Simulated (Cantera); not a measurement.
Charge: 1 mol AlCl3, a varied amount of N2, 47 mol H2, equilibrated at 1600 K and 0.0240 bar.

Equilibrium computed with Cantera from the NASA thermochemical tables; the gas is ideal and each condensed phase is pure. Candidate condensed phases: Al, AlCl3, AlN, NH4Cl; 20 gas species. Kinetics and transport are ignored.

### Question
Which condensed phases are stable at each of these points (n(N2) (mol)): 0.66, 1.2, 2.3, 4.4, 8.2, 15, 29?

### Answer
```json
[
 {"n(N2) (mol)": "0.66", "condensed phases": "gas only", "Al condensed (%)": "0.0"},
 {"n(N2) (mol)": "1.2", "condensed phases": "gas only", "Al condensed (%)": "0.0"},
 {"n(N2) (mol)": "2.3", "condensed phases": "gas only", "Al condensed (%)": "0.0"},
 {"n(N2) (mol)": "4.4", "condensed phases": "gas only", "Al condensed (%)": "0.0"},
 {"n(N2) (mol)": "8.2", "condensed phases": "gas only", "Al condensed (%)": "0.0"},
 {"n(N2) (mol)": "15", "condensed phases": "AlN(s)", "Al condensed (%)": "10.1"},
 {"n(N2) (mol)": "29", "condensed phases": "AlN(s)", "Al condensed (%)": "17.4"}
]
```

From 0.66 mol N2 to 8.2 mol N2 nothing is condensed. From 15 mol N2 to 29 mol N2 the condensed part is AlN(s).
